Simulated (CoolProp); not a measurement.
Vapour pressure (bar) of methane: the reference equation beside estimates from Tc = -82.6 °C, pc = 45.99 bar, ω = 0.011.

Model: reference Helmholtz-energy equation of state, Setzmann 1991, in CoolProp.

```
T (°C)   reference  Lee-Kesler  van der Waals  Redlich-Kwong  Soave-Redlich-Kwong
-------  ---------  ----------  -------------  -------------  -------------------
-157.65      1.374       1.359          4.234          1.046                1.344
-154.35      1.757       1.742          4.966          1.392                1.727
-151.05      2.215       2.202          5.778          1.818                2.188
-147.75      2.758       2.748          6.675          2.334                2.735
-144.45      3.395       3.388          7.660          2.950                3.378
-141.15      4.134       4.132          8.736          3.678                4.128
-137.85      4.986       4.989          9.907          4.528                4.993
-134.55      5.960       5.968          11.18          5.510                5.983
-131.25      7.065       7.078          12.55          6.635                7.109
-127.95      8.312       8.329          14.02          7.914                8.381
-124.65      9.711       9.731          15.60          9.356                9.808
-121.35      11.27       11.29          17.29          10.97                11.40
-117.95      13.06       13.08          19.14          12.83                13.23
```

Absolute difference from the reference over all 13 rows, mean and median: Lee-Kesler 0.3 and 0.2 %, van der Waals 109.5 and 98.7 %, Redlich-Kwong 10.6 and 9.2 %, Soave-Redlich-Kwong 0.9 and 0.8 %.
